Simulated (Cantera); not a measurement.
## Abatement and gas-phase synthesis: H2S + H2

Input: 1 mol H2S, 5.4 mol H2, at 0.510 bar.

Method: chemical equilibrium by Gibbs-energy minimisation in Cantera with the NASA 1993 tables (ideal gas, pure condensed phases). Candidate condensed phases: S; 7 gas species. Gases not in the tables: S3 to S7. Rates play no part.

```tsv
T (°C)	x H2	x H2S	x S2	x SH	x H
775	0.844	0.156	9.82e-6	3.56e-6	9.94e-9
875	0.844	0.156	5.94e-5	1.84e-5	9.21e-8
975	0.844	0.156	0.000269	7.33e-5	6.01e-7
1075	0.845	0.154	0.000958	0.000235	2.98e-6
1175	0.847	0.150	0.00275	0.000631	1.19e-5
1275	0.851	0.141	0.00639	0.00144	3.98e-5
1375	0.858	0.127	0.0121	0.00281	0.000115
```
x: gas mole fraction; nothing condenses.

From 775 °C to 1375 °C nothing is condensed.
